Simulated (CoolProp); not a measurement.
A closed Brayton cycle with carbon dioxide: compressor inlet 318.15 K and 8.5 MPa, high pressure 29.1 MPa, turbine inlet 885 K, compressor efficiency 0.85, turbine efficiency 0.85, recuperator effectiveness 0.9 (on enthalpy, no pinch check). Each further row changes one setting.

Model: reference Helmholtz-energy equation of state, Span 1996, in CoolProp.

```csv
case,thermal efficiency (%),net work (kJ/kg),compressor to turbine work,compressor exit (K),turbine exit (K)
as stated,35.0,104,0.36,409.8,740.7
turbine inlet 835 K,33.2,93.6,0.38,409.8,695.6
compressor inlet 328.15 K,33.3,93.4,0.42,433.1,740.7
high pressure 24.7 MPa,34.2,94.1,0.34,397.3,759.3
recuperator effectiveness 0.5,23.1,104,0.36,409.8,740.7
```
